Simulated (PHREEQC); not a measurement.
Dissolve 160 mmol/kgw NaH2PO4 and 0.23 mmol/kgw NaOH at 20 °C. Closed to the air; pH follows from the charge balance.

The numbers come from PHREEQC with the ion-association model, wateq4f.dat.

```tsv
quantity	before	after
pH	4.50	4.51
ionic strength (mol/kgw)	0.161	0.161
HPO4-2 (mol/kgw)	0.000709	0.00113
H3PO4 (mol/kgw)	0.000512	0.000959
NaHPO4- (mol/kgw)	7.14e-5	9.66e-5
PO4-3 (mol/kgw)	3.73e-11	2.39e-10
```

Problem. Which change was made?
A. temperature from 20 to 90 °C
B. NaH2PO4 replaced by Na2HPO4 at the same molality
C. NaOH left out
D. diluted 2-fold with water

Solution. A, temperature from 20 to 90 °C

No solid was allowed to form. H3PO4, which wateq4f.dat lacks, is added to it with the constant of phreeqc.dat. Away from 25 °C the constants follow the database's enthalpies or fits; those with neither stay at their 25 °C values.
